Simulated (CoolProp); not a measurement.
Vapour-liquid equilibrium of R134a (1) + R124 (2) at 249.2 K; x and y are mole fractions of (1).

Values from CoolProp's multi-fluid Helmholtz-energy mixture model, Tillner-Roth 1994 and de Vries 1995; pair parameters Bell 2016.

```tsv
x	bubble pressure, mixture model (kPa)	bubble pressure, Raoult's law (kPa)	y, mixture model	y, Raoult's law
0.05	63.20	62.19	0.102	0.090
0.15	70.01	67.39	0.270	0.248
0.25	76.33	72.58	0.403	0.384
0.35	82.17	77.78	0.513	0.502
0.45	87.58	82.98	0.606	0.605
0.55	92.61	88.17	0.688	0.696
0.65	97.30	93.37	0.763	0.777
0.75	101.7	98.56	0.832	0.849
0.85	105.8	103.8	0.899	0.914
0.95	109.7	109.0	0.966	0.973
```

The largest gap from Raoult's law is +5.6 % in bubble pressure, at x = 0.35. No azeotrope shows between x = 0.05 and 0.95.

The pair parameters rest on a limited set of measurements; away from them the model extrapolates.
